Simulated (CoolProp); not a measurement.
R245ca along the isobar 100 bar: density (kg/m³) from the reference equation and from simpler models built on Tc = 174.4 °C, pc = 39.41 bar, ω = 0.355; each cubic takes its own stable root.

Values from CoolProp's reference Helmholtz-energy equation of state, Zhou 2016.

```json
[
 {"T (°C)": "2.15", "phase": "liquid", "reference": "1462"},
 {"T (°C)": "17.95", "phase": "liquid", "reference": "1427"},
 {"T (°C)": "33.85", "phase": "liquid", "reference": "1390"},
 {"T (°C)": "49.75", "phase": "liquid", "reference": "1353"},
 {"T (°C)": "65.65", "phase": "liquid", "reference": "1314"},
 {"T (°C)": "81.55", "phase": "liquid", "reference": "1274"},
 {"T (°C)": "97.45", "phase": "liquid", "reference": "1233"},
 {"T (°C)": "113.35", "phase": "liquid", "reference": "1188"},
 {"T (°C)": "129.15", "phase": "liquid", "reference": "1141"},
 {"T (°C)": "145.05", "phase": "liquid", "reference": "1090"},
 {"T (°C)": "160.95", "phase": "liquid", "reference": "1034"},
 {"T (°C)": "176.85", "phase": "supercritical", "reference": "971.3"}
]
```

Question: How far does each simpler model (Redlich-Kwong, Soave-Redlich-Kwong) lie from the reference over these 12 states: mean and median of the absolute difference, and the worst?

Answer: 
- Redlich-Kwong: mean 11.0 %, median 11.0 %, worst -11.8 % at 160.95 °C and 100 bar
- Soave-Redlich-Kwong: mean 8.1 %, median 7.3 %, worst -11.9 % at 176.85 °C and 100 bar
